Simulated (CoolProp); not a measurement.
Vapour-liquid equilibrium of R22 (1) + n-pentane (2) at 0.0895 MPa; x and y are mole fractions of (1).

The numbers come from the multi-fluid Helmholtz-energy mixture model, Kamei 1995 and Thol 2019; pair parameters Bell 2016 in CoolProp.

```tsv
x	bubble temperature, mixture model (°C)	bubble temperature, Raoult's law (°C)	y, mixture model	y, Raoult's law
0.05	6.7	17.0	0.640	0.467
0.125	-13.5	1.9	0.869	0.740
0.2	-23.6	-8.0	0.928	0.850
0.275	-29.3	-15.1	0.952	0.905
0.35	-32.8	-20.6	0.963	0.937
0.425	-35.0	-25.0	0.970	0.956
0.5	-36.5	-28.6	0.974	0.969
0.575	-37.6	-31.7	0.977	0.978
0.65	-38.5	-34.4	0.979	0.985
0.725	-39.4	-36.7	0.982	0.990
0.8	-40.3	-38.8	0.985	0.993
0.875	-41.3	-40.7	0.989	0.996
0.95	-42.5	-42.4	0.995	0.999
```

The largest gap from Raoult's law is -15.6 K in bubble temperature, at x = 0.2. No azeotrope shows between x = 0.05 and 0.95.

Pair parameters are fitted to limited data, so mixtures are less certain than the pure fluids. With so large a gap from Raoult's law the liquid may split in two, which this calculation doesn't test in full.
